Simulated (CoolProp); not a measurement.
Model: reference Helmholtz-energy equation of state, Thol 2016, in CoolProp.

### Question
Give the vapour pressure (kPa), enthalpy of vaporisation (kJ/kg), liquid cp (kJ/(kg K)), vapour Z of saturated hexamethyldisiloxane (MM) at 144.85, 188.95 °C.

### Answer
| T (°C) | p (kPa) | enthalpy of vaporisation (kJ/kg) | liquid cp (kJ/(kg K)) | vapour Z |
|---|---|---|---|---|
| 144.85 | 313 | 167 | 2.27 | 0.859 |
| 188.95 | 757 | 133 | 2.48 | 0.732 |
